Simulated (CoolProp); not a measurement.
The fluid at 276.23 K and 9.94 MPa (liquid) is heated at constant pressure to 346.6 K. The same conditions are run with several fluids, on thermodynamics alone (safety and materials aside).

Values from CoolProp's reference Helmholtz-energy equation of state of each fluid (ethylbenzene: Zhou 2012; R1233zd(E): Akasaka 2022; dodecamethylpentasiloxane (MD3M): Thol 2019; R13: Platzer 1990; decamethylcyclopentasiloxane (D5): Thol 2019). The equations of Platzer and Polt are older, rougher fits.

**Question.** Rank ethylbenzene, R1233zd(E), dodecamethylpentasiloxane (MD3M), R13, decamethylcyclopentasiloxane (D5) by heat (kJ/kg), highest first.

**Answer.** ethylbenzene (125), dodecamethylpentasiloxane (MD3M) (122), decamethylcyclopentasiloxane (D5) (121), R13 (86.4), R1233zd(E) (83.4)

```tsv
fluid	final phase	final density (kg/m³)
ethylbenzene	liquid	829
R1233zd(E)	liquid	1180
dodecamethylpentasiloxane (MD3M)	liquid	839
R13	supercritical	742
decamethylcyclopentasiloxane (D5)	liquid	919
```
